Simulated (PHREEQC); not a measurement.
# Silver or lead bath

Make-up at 25 °C: 0.00155 mol AgNO3, 1.65e-05 mol KBr and 0.000205 mol Cu(NO3)2 per kg of water. Closed to the air; pH follows from the charge balance.

Computed with PHREEQC (ion-association model, wateq4f.dat).

Precipitation was switched off in this run.

**Question.** What pH does the model give?

**Answer.** pH 5.62.

**Question.** In which forms is Ag present?

**Answer.** Ag+ 99 %, AgBr 1.0 % of the Ag.

Saturation is exceeded, for instance for Bromyrite; the values hold only as long as no solid forms. Species that the database lacks are ignored.
